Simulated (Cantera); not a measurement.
An adiabatic, constant-volume homogeneous reactor starts with 3.02 % CH4, 12.6 % O2, 84.4 % N2, at 1800 K and 1.01 bar.

Detailed kinetics in Cantera: GRI-Mech 3.0 (53 species, 325 reactions).

Task: Predict: time of steepest temperature rise; temperature at 0.200 s; equilibrium temperature; x(O2) at 0.200 s; x(H2) at 0.200 s; x(H2O) at 0.200 s.

Result: 
| Quantity | Value |
|---|---|
| time of steepest temperature rise | 0.146 ms |
| temperature at 0.200 s | 2482 K |
| equilibrium temperature | 2482 K |
| x(O2) at 0.200 s | 0.0584 (gas-phase equilibrium 0.0584) |
| x(H2) at 0.200 s | 0.00106 (gas-phase equilibrium 0.00106) |
| x(H2O) at 0.200 s | 0.0554 (gas-phase equilibrium 0.0554) |
